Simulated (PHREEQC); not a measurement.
Dissolve 0.17 mmol/kgw CaSO4, 0.19 mmol/kgw CO2 and 13 mmol/kgw KCl at 25 °C. Closed to the air; pH follows from the charge balance.

The numbers come from PHREEQC with the ion-association model, wateq4f.dat.

The pH comes out as 5.05 and the ionic strength is 0.0137 mol/kgw.

```csv
species,molality,activity,log γ
Cl-,0.0130,0.0115,-0.052
K+,0.0130,0.0115,-0.052
CO2,0.000180,0.000180,0.001
Ca+2,0.000168,0.000107,-0.198
SO4-2,0.000159,0.000100,-0.201
HCO3-,1.00e-5,8.94e-6,-0.049
H+,9.94e-6,8.97e-6,-0.044
KSO4-,9.07e-6,8.09e-6,-0.049
CaSO4,2.12e-6,2.12e-6,0.001
HSO4-,9.81e-8,8.73e-8,-0.051
CaHCO3+,1.36e-8,1.21e-8,-0.048
OH-,1.26e-9,1.11e-9,-0.053
```

No solid was allowed to form.
